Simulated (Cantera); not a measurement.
Input (Python, Cantera):

```python
import numpy as np
import cantera as ct

gas = ct.Solution("gri30.yaml")
gas.TPX = 950, 49000, {'CO': 0.02, 'O2': 0.08, 'H2O': 0.029, 'N2': 1}
reactor = ct.IdealGasConstPressureReactor(gas, energy="off", clone=False)
net = ct.ReactorNet([reactor])
net.rtol, net.atol = 1e-08, 1e-18
show = ['CO', 'O2', 'H2O', 'H', 'CO2', 'NO', 'OH']
times = np.geomspace(4e-06, 20, 15)

steps = ct.SolutionArray(gas, extra=["t"])
rows = []
print(f"{'t/s':>10s}{'T/K':>9s}{'P/Pa':>11s}" + "".join(f"{s:>11s}" for s in show))
for t in times:
    while net.time < t:
        t_next = net.step()
        steps.append(gas.state, t=t_next)
    rows.append([np.interp(t, steps.t, y) for y in (steps.T, steps.P, *steps(*show).X.T)])
    print(f"{t:10.3e}{rows[-1][0]:9.1f}{rows[-1][1]:11.4g}" + "".join(f"{x:11.3e}" for x in rows[-1][2:]))
rate = np.gradient(steps.T, steps.t)
print("integrator steps:", len(steps.t))
if steps.T.max() > steps.T[0] + 200:
    print(f"time of steepest temperature rise: {steps.t[rate.argmax()]:.4e} s")
gas.TPX = 950, 49000, {'CO': 0.02, 'O2': 0.08, 'H2O': 0.029, 'N2': 1}
gas.equilibrate("TP")
print(f"equilibrium (TP): T = {gas.T:.1f} K  " + "  ".join(f"{s} {gas[s].X[0]:.3e}" for s in show))
```

Output:

```
       t/s      T/K       P/Pa         CO         O2        H2O          H        CO2         NO         OH
 4.000e-06    950.0    4.9e+04  1.771e-02  7.086e-02  2.569e-02  5.868e-17  7.856e-13  4.525e-27  1.536e-15
 1.204e-05    950.0    4.9e+04  1.771e-02  7.086e-02  2.569e-02  8.751e-16  2.366e-12  4.733e-26  9.239e-15
 3.623e-05    950.0    4.9e+04  1.771e-02  7.086e-02  2.569e-02  1.413e-14  7.145e-12  5.170e-25  6.213e-14
 1.090e-04    950.0    4.9e+04  1.771e-02  7.086e-02  2.569e-02  1.737e-13  2.189e-11  5.264e-24  3.895e-13
 3.281e-04    950.0    4.9e+04  1.771e-02  7.086e-02  2.569e-02  1.214e-12  7.158e-11  5.024e-23  1.972e-12
 9.875e-04    950.0    4.9e+04  1.771e-02  7.086e-02  2.569e-02  5.187e-12  2.822e-10  5.006e-22  7.665e-12
 2.972e-03    950.0    4.9e+04  1.771e-02  7.086e-02  2.569e-02  1.947e-11  1.567e-09  6.188e-21  2.809e-11
 8.944e-03    950.0    4.9e+04  1.771e-02  7.086e-02  2.569e-02  1.021e-10  1.514e-08  1.598e-19  1.464e-10
 2.692e-02    950.0    4.9e+04  1.771e-02  7.086e-02  2.569e-02  3.140e-09  6.673e-07  1.241e-16  4.511e-09
 8.101e-02    950.0    4.9e+04  1.744e-02  7.072e-02  2.567e-02  2.510e-07  2.793e-04  2.227e-12  4.001e-07
 2.438e-01    950.0    4.9e+04  1.564e-02  6.990e-02  2.565e-02  3.039e-07  2.089e-03  2.477e-11  5.269e-07
 7.337e-01    950.0    4.9e+04  1.090e-02  6.768e-02  2.571e-02  2.273e-07  6.873e-03  1.088e-10  5.356e-07
 2.208e+00    950.0    4.9e+04  4.199e-03  6.453e-02  2.583e-02  7.662e-08  1.364e-02  2.621e-10  4.347e-07
 6.646e+00    950.0    4.9e+04  5.760e-04  6.283e-02  2.590e-02  6.641e-09  1.729e-02  2.620e-10  2.569e-07
 2.000e+01    950.0    4.9e+04  5.244e-05  6.258e-02  2.592e-02  1.776e-10  1.782e-02  1.194e-10  7.397e-08
integrator steps: 954
equilibrium (TP): T = 950.0 K  CO 1.045e-12  O2 6.255e-02  H2O 2.592e-02  H 1.318e-15  CO2 1.787e-02  NO 1.025e-05  OH 1.854e-08
```

Cantera simulation using GRI-Mech 3.0 (53 species, 325 reactions); the numbers are that mechanism's predictions, not measurements.
